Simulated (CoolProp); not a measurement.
Vapour pressure (MPa) of dimethyl carbonate: the reference equation beside estimates from Tc = 283.9 °C, pc = 4.909 MPa, ω = 0.346. Clausius-Clapeyron is anchored at 91.75 °C with a constant enthalpy of vaporisation of 33.73 kJ/mol.

The numbers come from the reference Helmholtz-energy equation of state, Zhou 2011 in CoolProp.

```json
[
 {"T (°C)": "71.85", "reference": "0.05457", "Lee-Kesler": "0.05274", "Clausius-Clapeyron": "0.05621", "van der Waals": "0.5111", "Redlich-Kwong": "0.1393", "Soave-Redlich-Kwong": "0.05305", "Peng-Robinson": "0.05415"},
 {"T (°C)": "81.85", "reference": "0.07732", "Lee-Kesler": "0.07540", "Clausius-Clapeyron": "0.07829", "van der Waals": "0.5991", "Redlich-Kwong": "0.1844", "Soave-Redlich-Kwong": "0.07567", "Peng-Robinson": "0.07675"},
 {"T (°C)": "91.75", "reference": "0.1067", "Lee-Kesler": "0.1050", "Clausius-Clapeyron": "0.1067", "van der Waals": "0.6956", "Redlich-Kwong": "0.2390", "Soave-Redlich-Kwong": "0.1051", "Peng-Robinson": "0.1061"},
 {"T (°C)": "101.65", "reference": "0.1444", "Lee-Kesler": "0.1431", "Clausius-Clapeyron": "0.1432", "van der Waals": "0.8020", "Redlich-Kwong": "0.3048", "Soave-Redlich-Kwong": "0.1431", "Peng-Robinson": "0.1437"},
 {"T (°C)": "111.55", "reference": "0.1919", "Lee-Kesler": "0.1913", "Clausius-Clapeyron": "0.1892", "van der Waals": "0.9185", "Redlich-Kwong": "0.3828", "Soave-Redlich-Kwong": "0.1912", "Peng-Robinson": "0.1913"},
 {"T (°C)": "121.45", "reference": "0.2507", "Lee-Kesler": "0.2514", "Clausius-Clapeyron": "0.2465", "van der Waals": "1.046", "Redlich-Kwong": "0.4745", "Soave-Redlich-Kwong": "0.2512", "Peng-Robinson": "0.2505"},
 {"T (°C)": "131.45", "reference": "0.3234", "Lee-Kesler": "0.3260", "Clausius-Clapeyron": "0.3178", "van der Waals": "1.185", "Redlich-Kwong": "0.5821", "Soave-Redlich-Kwong": "0.3258", "Peng-Robinson": "0.3239"},
 {"T (°C)": "141.35", "reference": "0.4104", "Lee-Kesler": "0.4154", "Clausius-Clapeyron": "0.4038", "van der Waals": "1.335", "Redlich-Kwong": "0.7048", "Soave-Redlich-Kwong": "0.4154", "Peng-Robinson": "0.4121"},
 {"T (°C)": "151.25", "reference": "0.5143", "Lee-Kesler": "0.5224", "Clausius-Clapeyron": "0.5074", "van der Waals": "1.496", "Redlich-Kwong": "0.8446", "Soave-Redlich-Kwong": "0.5230", "Peng-Robinson": "0.5178"},
 {"T (°C)": "161.15", "reference": "0.6372", "Lee-Kesler": "0.6489", "Clausius-Clapeyron": "0.6309", "van der Waals": "1.669", "Redlich-Kwong": "1.003", "Soave-Redlich-Kwong": "0.6506", "Peng-Robinson": "0.6432"},
 {"T (°C)": "171.05", "reference": "0.7813", "Lee-Kesler": "0.7971", "Clausius-Clapeyron": "0.7770", "van der Waals": "1.855", "Redlich-Kwong": "1.180", "Soave-Redlich-Kwong": "0.8007", "Peng-Robinson": "0.7907"}
]
```

Absolute difference from the reference over all 11 rows, mean and median: Lee-Kesler 1.5 and 1.6 %, Clausius-Clapeyron 1.3 and 1.3 %, van der Waals 381.5 and 317.2 %, Redlich-Kwong 94.7 and 89.3 %, Soave-Redlich-Kwong 1.5 and 1.5 %, Peng-Robinson 0.6 and 0.6 %.
